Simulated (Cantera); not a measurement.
Charge: 1 mol CH3F, 7.5 mol H2, at 75.0 Torr.

These are equilibrium values from Cantera (NASA tables, ideal gas, pure condensed phases), not measurements of a reactor. Candidate condensed phases: C, C6H6, C7H8, C8H18; 95 gas species. Kinetics and transport are ignored. All values below are at 2275 K.

Base state: H2 0.868, HF 0.104, H 0.0250, C2H2 (acetylene) 0.00330, CH4 1.69e-5 (mole fractions); condensed: C(graphite).

Question: What changes in the equilibrium state with this change: 0.61 mol Cl2 added?

Answer: 
```
species            before    after
----------------  -------  -------
H2                  0.868    0.757
HCl                     0    0.117
HF                  0.104   0.0976
H                  0.0250   0.0234
Cl                      0  0.00260
CH4               1.69e-5  1.29e-5
C2H2 (acetylene)  0.00330  0.00288
C(graphite), mol    0.936    0.940
```
